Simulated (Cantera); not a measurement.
Charge: 1 mol Si, 0.92 mol Cl₂, 14 mol H₂, held at 0.133 bar.

Equilibrium computed with Cantera from the NASA thermochemical tables; the gas is ideal and each condensed phase is pure. Candidate condensed phases: Si; 19 gas species. Kinetics and transport are ignored.

Task: What share of the Si ends up in condensed phases as a function of T (K), at 998, 1048, 1098, 1148, 1198, 1248, 1298, 1348, 1398, 1448?

Result: 
```tsv
T (K)	Si condensed (%)	as
998	54.1	Si(s)
1048	56.2	Si(s)
1098	58.5	Si(s)
1148	60.9	Si(s)
1198	63.2	Si(s)
1248	65.0	Si(s)
1298	66.1	Si(s)
1348	66.6	Si(s)
1398	66.7	Si(s)
1448	66.6	Si(s)
```
